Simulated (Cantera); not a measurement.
Feed: 1 mol SiO2, 1.2 mol H2, 50 mol N2, held at 2048.15 K and 1 atm.

These are equilibrium values from Cantera (NASA tables, ideal gas, pure condensed phases), not measurements of a reactor. Candidate condensed phases: H2O, Si, SiO2, Si2N2O, Si3N4; 35 gas species. The tables hold silica as quartz up to 1696 K and as liquid above; real silica turns to tridymite and cristobalite and melts near 1996 K. The numbers say what is thermodynamically allowed, not how fast it happens.

Base state: N2 0.975, H2 0.0214, SiO 0.00178, H2O 0.00178, H 0.000326 (mole fractions); condensed: SiO2(l).

**Question.** What changes in the equilibrium state with this change: SiO2 replaced by Fe3O4?

**Answer.** 
| species | before | after |
|---|---|---|
| N2 | 0.975 | 0.976 |
| H2O | 0.00178 | 0.0194 |
| H2 | 0.0214 | 0.00387 |
| SiO | 0.00178 | 0 |
| Fe | 0 | 5.73e-5 |
| NO | 7.18e-7 | 4.35e-5 |
| OH | 2.95e-6 | 7.58e-5 |
| H | 0.000326 | 0.000139 |
| SiO2(l), mol | 0.908 | 0 |
| FeO(l), mol | 0 | 3.00 |
The tables' stoichiometric FeO is somewhat more stable than real wüstite, so its field is too wide. FeO: taken at fixed stoichiometry. Further candidate phases: Fe, FeO, Fe(OH)2, Fe(OH)3, Fe2O3, Fe3O4.
